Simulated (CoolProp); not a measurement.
The numbers come from the reference Helmholtz-energy equation of state, McLinden 2015 in CoolProp.

### Question
Give the vapour pressure (MPa), liquid density (kg/m³), vapour density (kg/m³), enthalpy of vaporisation (kJ/kg) of saturated the fluoroketone C6F12O (FK-5-1-12) at 60.05 °C.

### Answer
| T (°C) | p (MPa) | liquid density (kg/m³) | vapour density (kg/m³) | enthalpy of vaporisation (kJ/kg) |
|---|---|---|---|---|
| 60.05 | 0.146 | 1490 | 18.2 | 84.6 |
